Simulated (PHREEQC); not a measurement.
A solution holds 0.0037 mol/kgw KHCO3 and 0.0036 mol/kgw Na2HPO4, at 25 °C. Closed to the air; pH follows from the charge balance.

Model: ion-association model, phreeqc.dat, run in PHREEQC.

```csv
quantity,before,after
pH,8.62,8.34
ionic strength (mol/kgw),0.0144,0.0292
HPO4-2 (mol/kgw),0.00346,0.00335
H2PO4- (mol/kgw),9.47e-5,0.000155
NaHPO4- (mol/kgw),3.00e-5,2.47e-5
PO4-3 (mol/kgw),1.20e-6,7.66e-7
```

**Question.** Which change was made?
A. KHCO3 left out
B. temperature from 25 to 50 °C
C. KHCO3 from 0.0037 to 0.0185 mol/kgw
D. diluted 10-fold with water
E. Na2HPO4 from 0.0036 to 0.0054 mol/kgw

**Answer.** C, KHCO3 from 0.0037 to 0.0185 mol/kgw

This is a speciation only: nothing precipitates in the calculation.
